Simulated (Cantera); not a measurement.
Charge: 1 mol MgSO₄, 2.7 mol H₂, 1.2 mol H₂O, equilibrated at 0.420 bar.

Equilibrium computed with Cantera from the NASA thermochemical tables; the gas is ideal and each condensed phase is pure. Candidate condensed phases: H₂O, H₂SO₄, Mg, MgO, Mg(OH)₂, MgS, MgSO₄, S; 26 gas species. Kinetics and transport are ignored.

Question: At 1975 K, list the 6 most abundant gas species with their mole fractions, and the condensed phases.

Answer: H₂O 0.643, H₂ 0.173, SO₂ 0.118, S₂ 0.0299, SO 0.0158, H₂S 0.0123. Condensed: MgO(s).
